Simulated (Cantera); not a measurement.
What does this Cantera script print?

```python
import numpy as np
import cantera as ct

gas = ct.Solution("gri30.yaml")
gas.TPX = 725, 640000, {'CH4': 1, 'CO': 0.45, 'O2': 1.39, 'N2': 5.23, 'CO2': 0.13}
inlet = ct.Reservoir(gas, clone=True)
gas.equilibrate("HP")  # start burning
reactor = ct.IdealGasConstPressureReactor(gas, energy="on", clone=False)
exhaust = ct.Reservoir(gas, clone=True)
tau = [0.44, 0.19, 0.083, 0.036, 0.016, 0.0068, 0.0029, 0.0013, 0.00055, 0.00024, 0.0001, 4.5e-05][0]
for a, b in ((inlet, reactor), (reactor, exhaust)):
    ct.MassFlowController(a, b, mdot=lambda t: reactor.mass / tau)
net = ct.ReactorNet([reactor])
show = ['CH4', 'CO', 'O2', 'CH2', 'CH2CO']

rows = []
print(f"{'tau/s':>10s}{'T/K':>9s}" + "".join(f"{s:>11s}" for s in show))
for tau in [0.44, 0.19, 0.083, 0.036, 0.016, 0.0068, 0.0029, 0.0013, 0.00055, 0.00024, 0.0001, 4.5e-05]:
    net.initial_time = 0.0
    net.advance(30 * tau)
    before = gas.X
    net.advance(40 * tau)
    drift = np.max(np.abs(gas.X - before) / (gas.X + 1e-9))
    rows.append([gas.T, *gas[show].X, drift])
    print(f"{tau:10.3e}{gas.T:9.1f}" + "".join(f"{x:11.3e}" for x in gas[show].X))
```

Result:

```
     tau/s      T/K        CH4         CO         O2        CH2      CH2CO
 4.400e-01   2166.7  3.077e-05  1.225e-01  7.111e-06  3.892e-08  3.965e-08
 1.900e-01   2166.5  6.577e-05  1.224e-01  1.492e-05  8.852e-08  9.193e-08
 8.300e-02   2166.4  1.366e-04  1.223e-01  3.186e-05  1.973e-07  2.148e-07
 3.600e-02   2166.5  2.798e-04  1.220e-01  6.954e-05  4.362e-07  5.224e-07
 1.600e-02   2166.8  5.383e-04  1.215e-01  1.488e-04  9.190e-07  1.274e-06
 6.800e-03   2167.1  9.935e-04  1.204e-01  3.283e-04  1.936e-06  3.238e-06
 2.900e-03   2166.3  1.656e-03  1.185e-01  7.061e-04  3.862e-06  7.718e-06
 1.300e-03   2162.3  2.470e-03  1.164e-01  1.420e-03  7.020e-06  1.620e-05
 5.500e-04   2149.5  3.602e-03  1.141e-01  2.956e-03  1.246e-05  3.363e-05
 2.400e-04   2119.2  5.273e-03  1.125e-01  6.128e-03  1.956e-05  6.779e-05
 1.000e-04   2009.6  1.055e-02  1.110e-01  1.743e-02  2.115e-05  1.990e-04
 4.500e-05    725.0  1.220e-01  5.488e-02  1.695e-01  2.138e-26  4.655e-18
```

Detailed kinetics in Cantera: GRI-Mech 3.0 (53 species, 325 reactions).
